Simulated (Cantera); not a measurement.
Mixture: CH4 : O2 : N2 = 1 : 2.3 : 8.64 (molar parts), equivalence ratio 0.87, at 16500 Torr, adiabatic and at constant pressure. Ignition delay is the time to a rise of 400 K.

Detailed kinetics in Cantera: GRI-Mech 3.0 (53 species, 325 reactions). The pressure lies above the range GRI-Mech 3.0 was tuned for (to about 10 atm).

Q: Predict: delay at 1248 K; delay at 1298 K; delay at 1348 K; delay at 1398 K; delay at 1448 K; delay at 1498 K; delay at 1548 K; apparent activation energy between 1448 and 1548 K.

A: 
| Property | Result |
|---|---|
| delay at 1248 K | 1.06 ms |
| delay at 1298 K | 0.613 ms |
| delay at 1348 K | 0.365 ms |
| delay at 1398 K | 0.223 ms |
| delay at 1448 K | 0.139 ms |
| delay at 1498 K | 88.5 µs |
| delay at 1548 K | 57.4 µs |
| apparent activation energy between 1448 and 1548 K | 170 kJ/mol |
